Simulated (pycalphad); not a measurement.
CALPHAD calculation (pycalphad, COST 507 light-alloy database (1999)), 1 atm. The database dates from 1999; later assessments differ in places, in temperatures and in the compounds included. Phase fractions are per mole of atoms. Diffusion is slow at the low end, where real alloys seldom reach equilibrium.

Q: Give the equilibrium state of Al-0.512Mg-8.884Si (wt.%) at 552 °C.

A: fcc, fraction 0.926, with 0.55 Mg, 1.3 Si wt.%; diamond (Si), fraction 0.074, with no Mg, >99.99 Si wt.%.

Q: Give the equilibrium state of Al-0.512Mg-8.884Si (wt.%) at 177 °C.

A: 
```
T = 450.00 K, P = 101325 Pa, N = 1 mol of atoms
G = -13380 J/mol, H = 3626 J/mol, S = 37.79 J/(mol K)  (SER reference)
chemical potentials (J/mol): Al -13571, Mg -46263, Si -9169
phase             fraction      x(Al)      x(Mg)      x(Si)
FCC_A1              0.9088     0.9999   3.55e-05   3.66e-05
DIAMOND_A4          0.0827   5.92e-13       none     1.0000
MG2SI               0.0085       none     0.6667     0.3333
```

Database names, with the compositions (at.%) that they take in these runs: MG2SI: Mg 67 Si 33. FCC_A1 is fcc; DIAMOND_A4 is diamond (Si). An entry "none" or "no" means that the model of the phase leaves that element out.
